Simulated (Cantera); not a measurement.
A closed system holds: 1 mol trisilylamine, 22 mol N₂, equilibrated at 1.40 mbar.

These are equilibrium values from Cantera (NASA tables, ideal gas, pure condensed phases), not measurements of a reactor. Candidate condensed phases: Si, Si₃N₄; 18 gas species. The feed counts by its element totals alone. The tables' values for SiN are old estimates; treat these amounts as uncertain. The numbers say what is thermodynamically allowed, not how fast it happens.

x: gas mole fraction; n: condensed amount in mol.

```tsv
T (K)	x N₂	x H₂	x H	x Si	n Si₃N₄(s)	n Si(l)
1600	0.820	0.180	0.000616	2.84e-5	1.000	0
1625	0.820	0.180	0.000799	6.30e-5	0.999	0
1650	0.819	0.179	0.00103	0.000136	0.999	0
1675	0.819	0.179	[?]	[?]	0.997	0
1700	0.832	0.166	0.00160	0.000485	0	2.99
1725	0.832	0.165	[?]	[?]	0	2.98
1750	0.831	0.165	0.00252	0.00107	0	2.97
1775	0.831	0.165	0.00314	0.00157	0	2.95
1800	0.830	0.164	0.00388	0.00227	0	2.93
1825	0.828	0.163	0.00476	0.00325	0	2.90
1850	0.827	0.162	0.00580	0.00461	0	2.86
1875	0.825	0.161	0.00704	0.00647	0	2.81
```

Question: What belongs in the gaps?

Answer: 
- 1725, x H: 0.00202
- 1725, x Si: 0.000725
- 1675, x H: 0.00131
- 1675, x Si: 0.000288
